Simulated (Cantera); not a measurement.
A perfectly stirred reactor is fed with N2O : H2 : N2 = 1 : 0.0025 : 3.7 (molar parts), at 2670 Pa; it is held at 1448 K, and followed from long to short residence time.

Cantera simulation using GRI-Mech 3.0 (53 species, 325 reactions); the numbers are that mechanism's predictions, not measurements. GRI-Mech 3.0 was tuned for natural gas; its chemistry of N2O as a main component is partial and can be far from experiment. Radical loss at walls, strong at low pressure, is not modelled. The temperature is held fixed by assumption; the heat of reaction is taken as removed at once.

```json
[
 {"quantity": "x(N2O) at τ = 1.10 s", "before": "0.108", "after": "0.211"},
 {"quantity": "x(H2) at τ = 1.10 s", "before": "1.24e-5", "after": "0.000164"},
 {"quantity": "x(H) at τ = 1.10 s", "before": "1.65e-7", "after": "5.55e-8"},
 {"quantity": "x(OH) at τ = 1.10 s", "before": "2.70e-5", "after": "3.45e-6"},
 {"quantity": "x(HO2) at τ = 1.10 s", "before": "8.92e-8", "after": "4.21e-7"},
 {"quantity": "x(N2O) at τ = 34.0 ms", "before": "0.206", "after": "0.213"},
 {"quantity": "x(H2) at τ = 34.0 ms", "before": "0.000194", "after": "0.000511"},
 {"quantity": "x(H) at τ = 34.0 ms", "before": "5.42e-7", "after": "1.01e-7"},
 {"quantity": "x(OH) at τ = 34.0 ms", "before": "4.45e-5", "after": "1.93e-6"},
 {"quantity": "x(HO2) at τ = 34.0 ms", "before": "2.45e-6", "after": "4.44e-7"}
]
```

Question: Name the change that produced these shifts.
A) pressure from 2670 Pa to 44000 Pa
B) temperature 1448 to 1400 K
C) temperature 1448 to 1150 K
D) temperature 1448 to 1500 K

Answer: C, temperature 1448 to 1150 K
